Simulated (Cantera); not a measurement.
Feed: 1 mol Fe3O4, 33 mol H2, 28 mol N2, held at 2.30 bar.

These are equilibrium values from Cantera (NASA tables, ideal gas, pure condensed phases), not measurements of a reactor. Candidate condensed phases: Fe, FeO, Fe(OH)2, Fe(OH)3, Fe2O3, Fe3O4, H2O; 27 gas species. Rates play no part.

log p: log10 of the partial pressure in bar; n: condensed amount in mol.

```csv
T (°C),log p H2,log p N2,log p H2O,log p H,log p Fe,log p NH3,n Fe(γ),n Fe(δ),n Fe(l)
1377,0.04,0.02,-0.82,[?],-5.57,-4.32,3.00,0,0
1427,0.04,0.02,-0.82,[?],-5.20,-4.37,0,3.00,0
1477,0.04,0.02,-0.82,[?],-4.86,-4.42,0,3.00,0
1527,0.04,0.02,-0.82,[?],-4.53,-4.47,0,3.00,0
1577,0.04,0.02,-0.82,[?],-4.23,-4.51,0,0,3.00
1627,0.04,0.02,-0.82,[?],-3.95,-4.55,0,0,3.00
1677,0.04,0.02,-0.82,[?],-3.69,-4.59,0,0,2.99
```

Q: Some entries are withheld; supply them.

A: 
- 1377, log p H: -4.02
- 1427, log p H: -3.81
- 1477, log p H: -3.61
- 1527, log p H: -3.43
- 1577, log p H: -3.25
- 1627, log p H: -3.08
- 1677, log p H: -2.92
